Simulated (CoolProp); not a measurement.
Vapour-liquid equilibrium of dimethyl carbonate (1) + n-decane (2) at 473.2 K; x and y are mole fractions of (1).

Values from CoolProp's multi-fluid Helmholtz-energy mixture model, Zhou 2011 and Lemmon 2006; pair parameters Bell 2016.

```csv
x,bubble pressure (kPa),y at the bubble point,dew pressure at overall composition x (kPa),liquid density (mol/L)
0.05,322.2,0.415,197.9,4.174
0.2,631.7,0.711,235.9,4.517
0.35,829.4,0.791,290.4,___
0.5,966.0,0.835,376.0,5.430
0.65,___,0.873,___,6.089
0.8,1191,0.915,855.1,___
0.95,1308,0.974,___,___
```

Q: Complete the blanks.

A: 
- 0.35, liquid density (mol/L): 4.924
- 0.65, bubble pressure (kPa): 1079
- 0.65, dew pressure at overall composition x (kPa): 530.1
- 0.8, liquid density (mol/L): 6.989
- 0.95, dew pressure at overall composition x (kPa): 1265
- 0.95, liquid density (mol/L): 8.265

No azeotrope shows between x = 0.05 and 0.95.

The pair parameters rest on a limited set of measurements; away from them the model extrapolates. With so large a gap from Raoult's law the liquid may split in two, which this calculation doesn't test in full.
